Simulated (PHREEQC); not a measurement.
Dissolve 36 mmol/kgw Na2SeO4 at 25 °C. Closed to the air; pH follows from the charge balance.

All values are PHREEQC results (ion-association model, wateq4f.dat), not measurements.

Each row changes one thing in this solution. No solid was allowed to form.

| case | pH | HSeO4- (mol/kgw) |
|---|---|---|
| as made | 7.09 | 6.29e-8 |
| temperature from 25 to 15 °C | ? | 3.36e-8 |
| Na2SeO4 from 0.036 to 0.054 mol/kgw | ? | 8.24e-8 |
| temperature from 25 to 30 °C | ? | 8.40e-8 |
| diluted 5-fold with water | ? | 1.99e-8 |
| temperature from 25 to 10 °C | ? | 2.39e-8 |

Problem. Fill in the missing entries.

Solution. 
- temperature from 25 to 15 °C, pH: 7.24
- Na2SeO4 from 0.036 to 0.054 mol/kgw, pH: 7.11
- temperature from 25 to 30 °C, pH: 7.02
- diluted 5-fold with water, pH: 7.03
- temperature from 25 to 10 °C, pH: 7.33

Constants without temperature data keep their 25 °C values here.
